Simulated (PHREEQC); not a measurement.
Make-up at 25 °C: 0.0036 mol/kgw CdCl2, 0.0082 mol/kgw CuCl2, 5.1e-05 mol/kgw HCl and 8.9e-05 mol/kgw NaCl. Closed to the air; pH follows from the charge balance.

The numbers come from PHREEQC with the ion-association model, wateq4f.dat.

Each row changes one thing in this solution. Precipitation was switched off in this run.

```tsv
case	pH	ionic strength (mol/kgw)	Cl- (mol/kgw)	CdCl+ (mol/kgw)	Cd+2 (mol/kgw)	CdCl2 (mol/kgw)	SI of CdOHCl (CdOHCl)	SI of Halite (NaCl)
as made	4.33	0.0311	0.0215	0.00179	0.00170	0.000113	-3.99	-7.45
HCl from 5.1e-05 to 5.61e-05 mol/kgw	___	0.0311	0.0215	0.00179	0.00170	0.000113	___	-7.45
CdCl2 from 0.0036 to 0.0072 mol/kgw	4.33	0.0373	0.0262	0.00380	0.00310	0.000288	-3.66	___
NaCl from 8.9e-05 to 8.9e-06 mol/kgw	4.33	0.0310	0.0214	0.00178	0.00170	0.000113	-3.99	___
CuCl2 left out	4.33	0.00881	0.00627	0.00103	0.00255	2.21e-5	-4.20	___
```

Complete the blanks.


- HCl from 5.1e-05 to 5.61e-05 mol/kgw, pH: 4.29
- HCl from 5.1e-05 to 5.61e-05 mol/kgw, SI of CdOHCl (CdOHCl): -4.03
- CdCl2 from 0.0036 to 0.0072 mol/kgw, SI of Halite (NaCl): -7.37
- NaCl from 8.9e-05 to 8.9e-06 mol/kgw, SI of Halite (NaCl): -8.45
- CuCl2 left out, SI of Halite (NaCl): -7.92

Complexes and solids missing from the database can't appear.
